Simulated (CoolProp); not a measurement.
A simple Rankine cycle with methanol: condensing at 330.15 K, boiler at 4.41 MPa, turbine inlet 480 K, turbine efficiency 0.8, pump efficiency 0.8, no recuperator. Each further row changes one setting.

The numbers come from the reference Helmholtz-energy equation of state, de Reuck 1993 in CoolProp.

```csv
case,thermal efficiency (%),net work (kJ/kg),heat in (kJ/kg),turbine exit temperature (K),volume ratio over the turbine
as stated,20.1,230,1140,330.2,50.7
turbine inlet 500 K,20.6,259,1260,330.2,45.4
condensing temperature 322.15 K,21.1,247,1170,322.1,69.5
boiler pressure 3.09 MPa,19.3,242,1250,330.2,31.5
turbine efficiency 0.7,17.5,200,1140,330.2,52.3
```

The expansion ends wet for: as stated; turbine inlet 500 K; condensing temperature 322.15 K; boiler pressure 3.09 MPa; turbine efficiency 0.7.
